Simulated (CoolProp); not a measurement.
A single-stage vapour-compression cycle with R11: evaporating at 313.15 K (dew point), condensing at 368.15 K (bubble point), superheat 0 K, subcooling 5 K, compressor efficiency 0.8, no pressure losses. Each further row changes one setting.

The numbers come from the reference Helmholtz-energy equation of state, Jacobsen 1992 in CoolProp.

| case | cooling COP | pressure ratio | discharge temperature (K) | refrigerating effect (kJ/kg) | volumetric capacity (kJ/m³) |
|---|---|---|---|---|---|
| as stated | 3.81 | 4.24 | 378.7 | 129 | 1250 |
| evaporating temperature 318.15 K | ___ | 3.63 | ___ | ___ | 1470 |
| condensing temperature 363.15 K | 4.29 | 3.79 | ___ | 133 | 1300 |
| subcooling 10 K | 3.95 | 4.24 | 378.7 | 133 | 1300 |
| superheat 10 K | ___ | 4.24 | 389.5 | 135 | ___ |
| compressor efficiency 0.7 | 3.33 | 4.24 | ___ | 129 | 1250 |

Task: Some entries are withheld; supply them.

Result: 
- evaporating temperature 318.15 K, cooling COP: 4.34
- evaporating temperature 318.15 K, discharge temperature (K): 377.3
- evaporating temperature 318.15 K, refrigerating effect (kJ/kg): 131
- condensing temperature 363.15 K, discharge temperature (K): 373.1
- superheat 10 K, cooling COP: 3.84
- superheat 10 K, volumetric capacity (kJ/m³): 1260
- compressor efficiency 0.7, discharge temperature (K): 385.5
